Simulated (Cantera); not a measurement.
A Cantera script and its output.

```python
import numpy as np
import cantera as ct

gas = ct.Solution("gri30.yaml")
gas.TPX = 1948, 48, {'C3H8': 1, 'H2': 2.9, 'H2O': 0.027}
inlet = ct.Reservoir(gas, clone=True)

reactor = ct.IdealGasConstPressureReactor(gas, energy="off", clone=False)
exhaust = ct.Reservoir(gas, clone=True)
tau = [1.1, 0.48, 0.21, 0.09, 0.039, 0.017, 0.0072, 0.0031, 0.0013][0]
for a, b in ((inlet, reactor), (reactor, exhaust)):
    ct.MassFlowController(a, b, mdot=lambda t: reactor.mass / tau)
net = ct.ReactorNet([reactor])
show = ['C3H8', 'H2', 'CH4', 'H', 'C2H6', 'CH2', 'C2H']

rows = []
print(f"{'tau/s':>10s}{'T/K':>9s}" + "".join(f"{s:>11s}" for s in show))
for tau in [1.1, 0.48, 0.21, 0.09, 0.039, 0.017, 0.0072, 0.0031, 0.0013]:
    net.initial_time = 0.0
    net.advance(30 * tau)
    before = gas.X
    net.advance(40 * tau)
    drift = np.max(np.abs(gas.X - before) / (gas.X + 1e-9))
    rows.append([gas.T, *gas[show].X, drift])
    print(f"{tau:10.3e}{gas.T:9.1f}" + "".join(f"{x:11.3e}" for x in gas[show].X))
```

It prints:

```
     tau/s      T/K       C3H8         H2        CH4          H       C2H6        CH2        C2H
 1.100e+00   1948.0  7.946e-05  7.411e-01  3.910e-02  6.906e-03  1.175e-05  3.538e-05  2.902e-05
 4.800e-01   1948.0  1.811e-04  7.260e-01  5.567e-02  7.168e-03  2.560e-05  4.558e-05  2.963e-05
 2.100e-01   1948.0  4.105e-04  7.068e-01  7.600e-02  7.531e-03  5.349e-05  5.840e-05  3.023e-05
 9.000e-02   1948.0  9.504e-04  6.830e-01  9.977e-02  7.956e-03  1.095e-04  7.497e-05  3.029e-05
 3.900e-02   1948.0  2.185e-03  6.565e-01  1.234e-01  8.366e-03  2.151e-04  9.551e-05  2.901e-05
 1.700e-02   1948.0  5.027e-03  6.300e-01  1.419e-01  8.667e-03  4.118e-04  1.208e-04  2.534e-05
 7.200e-03   1948.0  1.202e-02  6.076e-01  1.480e-01  8.649e-03  7.999e-04  1.518e-04  1.806e-05
 3.100e-03   1948.0  2.853e-02  5.999e-01  1.316e-01  7.904e-03  1.503e-03  1.801e-04  8.703e-06
 1.300e-03   1948.0  6.736e-02  6.202e-01  8.695e-02  6.061e-03  2.489e-03  1.813e-04  1.918e-06
```

Detailed kinetics in Cantera: GRI-Mech 3.0 (53 species, 325 reactions). GRI-Mech 3.0 was tuned for natural gas; its chemistry of propane as a main component is partial and can be far from experiment. GRI-Mech 3.0 stops at C3 and has no aromatics, soot or wall deposition, so with more carbon than oxygen in the feed, carbon stays in small species such as C2H2 where larger ones or solid carbon would form. Radical loss at walls, strong at low pressure, is not modelled.
